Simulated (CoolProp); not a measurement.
Vapour-liquid equilibrium of propylene (1) + dimethyl ether (2) at 0.0335 MPa; x and y are mole fractions of (1).

The numbers come from the multi-fluid Helmholtz-energy mixture model, Lemmon 2013 and Wu 2011; pair parameters Bell 2016 in CoolProp.

| x | bubble temperature (K) | y at the bubble point | dew temperature at overall composition x (K) | liquid density (mol/L) |
|---|---|---|---|---|
| 0.05 | 223.1 | 0.173 | 224.9 | 16.57 |
| 0.2 | 217.2 | … | 222.6 | 16.40 |
| 0.35 | 213.1 | … | 220.0 | 16.17 |
| 0.5 | 210.2 | 0.780 | 217.1 | 15.93 |
| 0.65 | 207.9 | 0.857 | … | … |
| 0.8 | … | 0.921 | 209.6 | 15.44 |
| 0.95 | 204.4 | 0.980 | 205.2 | 15.20 |

### Question
Complete the blanks.

### Answer

- 0.2, y at the bubble point: 0.497
- 0.35, y at the bubble point: 0.671
- 0.65, dew temperature at overall composition x (K): 213.6
- 0.65, liquid density (mol/L): 15.68
- 0.8, bubble temperature (K): 206.0

No azeotrope shows between x = 0.05 and 0.95.

The pair parameters rest on a limited set of measurements; away from them the model extrapolates.
